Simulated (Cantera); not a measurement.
## CsCl + H2 + N2 (halide evaporation, hydrolysis and transport)

Charge: 1 mol CsCl, 27 mol H2, 48 mol N2, held at 700 K and 1.30e-5 bar.

Method: chemical equilibrium by Gibbs-energy minimisation in Cantera with the NASA 1993 tables (ideal gas, pure condensed phases). Candidate condensed phases: Cs, CsCl, NH4Cl; 16 gas species. Kinetics and transport are ignored.

```yaml
x(N2): 0.637
x(H2): 0.358
x(CsCl): 0.00394
x(Cs2Cl2): 0.00122
n(CsCl(s)): 0.520 mol
gas_amount: 75.39 mol
log10 activity of Cs(l) (absent): -10.93
```
